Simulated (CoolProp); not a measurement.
R141b along the isobar 0.755 MPa: density (kg/m³) from the reference equation and from simpler models built on Tc = 477.5 K, pc = 4.212 MPa, ω = 0.220; each cubic takes its own stable root.

The numbers come from the reference Helmholtz-energy equation of state, Lemmon 2006 in CoolProp. It is a short technical equation, of lower accuracy than the large ones.

```json
[
 {"T (K)": "334.1", "phase": "liquid", "reference": "1163", "van der Waals": "37.01", "Redlich-Kwong": "1029", "Soave-Redlich-Kwong": "1064", "Peng-Robinson": "1205"},
 {"T (K)": "350.6", "phase": "liquid", "reference": "1127", "van der Waals": "34.58", "Redlich-Kwong": "?", "Soave-Redlich-Kwong": "1026", "Peng-Robinson": "1163"},
 {"T (K)": "367.2", "phase": "liquid", "reference": "?", "van der Waals": "32.49", "Redlich-Kwong": "33.81", "Soave-Redlich-Kwong": "983.6", "Peng-Robinson": "1116"},
 {"T (K)": "383.8", "phase": "gas", "reference": "32.21", "van der Waals": "30.67", "Redlich-Kwong": "31.64", "Soave-Redlich-Kwong": "31.98", "Peng-Robinson": "32.29"},
 {"T (K)": "400.4", "phase": "gas", "reference": "30.08", "van der Waals": "29.07", "Redlich-Kwong": "29.79", "Soave-Redlich-Kwong": "30.02", "Peng-Robinson": "30.30"},
 {"T (K)": "417", "phase": "gas", "reference": "?", "van der Waals": "27.65", "Redlich-Kwong": "28.19", "Soave-Redlich-Kwong": "28.34", "Peng-Robinson": "28.59"},
 {"T (K)": "433.6", "phase": "gas", "reference": "26.83", "van der Waals": "26.38", "Redlich-Kwong": "26.79", "Soave-Redlich-Kwong": "26.88", "Peng-Robinson": "27.10"},
 {"T (K)": "450.2", "phase": "gas", "reference": "25.52", "van der Waals": "25.23", "Redlich-Kwong": "25.54", "Soave-Redlich-Kwong": "?", "Peng-Robinson": "25.79"},
 {"T (K)": "466.8", "phase": "gas", "reference": "24.37", "van der Waals": "24.18", "Redlich-Kwong": "24.42", "Soave-Redlich-Kwong": "24.43", "Peng-Robinson": "?"},
 {"T (K)": "483.4", "phase": "gas", "reference": "23.34", "van der Waals": "23.22", "Redlich-Kwong": "23.40", "Soave-Redlich-Kwong": "23.39", "Peng-Robinson": "23.56"},
 {"T (K)": "500", "phase": "gas", "reference": "?", "van der Waals": "22.35", "Redlich-Kwong": "22.48", "Soave-Redlich-Kwong": "22.45", "Peng-Robinson": "22.61"}
]
```

Problem. Complete the blanks.

Solution. 
- 350.6, Redlich-Kwong: 989.3
- 367.2, reference: 1088
- 417, reference: 28.32
- 450.2, Soave-Redlich-Kwong: 25.59
- 466.8, Peng-Robinson: 24.62
- 500, reference: 22.41

At some of these states van der Waals, Redlich-Kwong gives the other phase, because its saturation line lies elsewhere.
